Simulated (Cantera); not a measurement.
## Equilibrium for carbothermic reduction: CuO + CH4 + H2 + CO

Feed: 1 mol CuO, 2.7 mol CH4, 6.8 mol H2, 15 mol CO, at 1.80 bar.

Cantera equilibrium calculation (NASA polynomials, part measured and part estimated; ideal gas, pure solids and liquids). Candidate condensed phases: C, C6H6, C7H8, C8H18, Cu, CuO, Cu(OH)2, Cu2O, H2O; 113 gas species. The numbers say what is thermodynamically allowed, not how fast it happens.

From 898 K to 1348 K the condensed part is C(graphite) + Cu(s). From 1498 K to 2098 K the condensed part is C(graphite) + Cu(l).

| T (K) | log p CO | log p H2 | log p CO2 | log p H2O | log p CH4 | n C(graphite) | n Cu(s) | n Cu(l) |
|---|---|---|---|---|---|---|---|---|
| 898 | -0.56 | -0.24 | -0.35 | -0.40 | -0.97 | 9.25 | 1.00 | 0 |
| 1048 | -0.10 | -0.14 | -0.86 | -0.97 | -1.51 | 4.64 | 1.00 | 0 |
| 1198 | 0.00 | -0.12 | -1.72 | -1.70 | -2.03 | 2.15 | 1.00 | 0 |
| 1348 | 0.01 | -0.11 | -2.51 | -2.34 | -2.46 | 1.77 | 1.000 | 0 |
| 1498 | 0.01 | -0.11 | -3.15 | -2.86 | -2.81 | 1.71 | 0 | 1.000 |
| 1648 | 0.01 | -0.11 | -3.67 | -3.29 | -3.09 | 1.70 | 0 | 0.999 |
| 1798 | 0.01 | -0.11 | -4.10 | -3.64 | -3.33 | 1.69 | 0 | 0.992 |
| 1948 | 0.01 | -0.11 | -4.46 | -3.94 | -3.53 | 1.68 | 0 | 0.959 |
| 2098 | 0.01 | -0.11 | -4.77 | -4.20 | -3.71 | 1.66 | 0 | 0.837 |
log p: log10 of the partial pressure in bar; n: condensed amount in mol.
